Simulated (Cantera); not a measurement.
An isothermal, constant-pressure homogeneous reactor starts with CH4 : H2 = 1 : 23 (molar parts), at 1800 K and 15.0 Pa. Integrator tolerance rtol = 1e-08.

Detailed kinetics in Cantera: GRI-Mech 3.0 (53 species, 325 reactions). GRI-Mech 3.0 stops at C3 and has no aromatics, soot or wall deposition, so with more carbon than oxygen in the feed, carbon stays in small species such as C2H2 where larger ones or solid carbon would form. Radical loss at walls, strong at low pressure, is not modelled.

**Question.** What does this change do: temperature 1800 to 1950 K?

**Answer.** 
```tsv
quantity	before	after
x(CH4) at 100 s	0.000830 (gas-phase equilibrium 1.13e-6)	5.38e-5 (gas-phase equilibrium 3.61e-7)
x(H2) at 100 s	0.973 (gas-phase equilibrium 0.952)	0.961 (gas-phase equilibrium 0.892)
x(H) at 100 s	0.00660 (gas-phase equilibrium 0.0287)	0.0191 (gas-phase equilibrium 0.0890)
x(C2H6) at 100 s	2.77e-9 (gas-phase equilibrium <1e-12)	2.07e-11 (gas-phase equilibrium <1e-12)
x(C2H4) at 100 s	6.34e-7 (gas-phase equilibrium 6.53e-8)	2.20e-7 (gas-phase equilibrium 2.28e-8)
```
